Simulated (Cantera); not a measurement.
What does this Cantera script print?

```python
import numpy as np
import cantera as ct

surf = ct.Interface("diamond.yaml", "diamond_100")
gas, bulk = surf.adjacent["gas"], surf.adjacent["diamond"]
k = surf.kinetics_species_index(bulk.species_names[0])
cover = ["c6HH", "c6H*", "c6*H", "c6**", "c6HM", "c6B"]

rows, drift = [], 0.0
print(f"{'xCH3':>10s}{'um/h':>11s}" + "".join(f"{s:>11s}" for s in cover))
for v in [1e-06, 2.2e-06, 4.6e-06, 9.9e-06, 2.1e-05, 4.6e-05, 9.9e-05, 0.00021, 0.00046]:
    T, P, xH, xCH3 = 1400, 7600, 0.0058, v
    gas.TPX = T, P, {"H": xH, "CH3": xCH3, "CH4": 0.0023, "H2": 1 - xH - xCH3 - 0.0023}
    surf.TP = bulk.TP = T, P
    surf.coverages = "c6H*:0.1, c6HH:0.9"
    surf.advance_coverages(100.0)
    before = surf.coverages
    surf.advance_coverages(100.0)
    drift = max(drift, np.max(np.abs(surf.coverages - before) / (surf.coverages + 1e-9)))
    rate = surf.net_production_rates[k] * bulk.mean_molecular_weight / bulk.density * 3.6e9
    rows.append([rate, *surf[cover].coverages])
    print(f"{v:10.4g}{rate:11.4e}" + "".join(f"{x:11.3e}" for x in rows[-1][1:]))
```

It prints:

```
      xCH3       um/h       c6HH       c6H*       c6*H       c6**       c6HM        c6B
     1e-06 1.7403e-02  3.398e-01  5.935e-02  5.424e-01  5.838e-02  5.556e-07  4.722e-11
   2.2e-06 3.8284e-02  3.398e-01  5.935e-02  5.424e-01  5.838e-02  1.222e-06  1.039e-10
   4.6e-06 8.0043e-02  3.398e-01  5.935e-02  5.424e-01  5.837e-02  2.556e-06  2.172e-10
   9.9e-06 1.7224e-01  3.398e-01  5.935e-02  5.424e-01  5.836e-02  5.500e-06  4.674e-10
   2.1e-05 3.6523e-01  3.398e-01  5.935e-02  5.424e-01  5.834e-02  1.166e-05  9.911e-10
   4.6e-05 7.9938e-01  3.398e-01  5.935e-02  5.424e-01  5.829e-02  2.554e-05  2.169e-09
   9.9e-05 1.7175e+00  3.398e-01  5.934e-02  5.423e-01  5.818e-02  5.493e-05  4.661e-09
   0.00021 3.6305e+00  3.397e-01  5.932e-02  5.421e-01  5.796e-02  1.163e-04  9.852e-09
   0.00046 7.8906e+00  3.397e-01  5.928e-02  5.417e-01  5.748e-02  2.539e-04  2.141e-08
```

Cantera simulation using the Harris–Goodwin 1993 mechanism for the reconstructed diamond (100) surface; the numbers are that mechanism's predictions, not measurements.
